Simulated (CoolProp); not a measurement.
Vapour-liquid equilibrium of methanol (1) + toluene (2) at 0.145 MPa; x and y are mole fractions of (1).

Model: multi-fluid Helmholtz-energy mixture model, de Reuck 1993 and Lemmon 2006; pair parameters Bell 2016, in CoolProp.

Problem. Give the bubble temperature and the first vapour's composition at x = 0.2, 0.8, 0.875. Is there an azeotrope?

Solution. x = 0.2: 78.3 °C, y = 0.759; x = 0.8: 74.2 °C, y = 0.848; x = 0.875: 73.9 °C, y = 0.890. y crosses x between x = 0.875 and 0.95: the model has an azeotrope there.

Pair parameters are fitted to limited data, so mixtures are less certain than the pure fluids. With so large a gap from Raoult's law the liquid may split in two, which this calculation doesn't test in full.
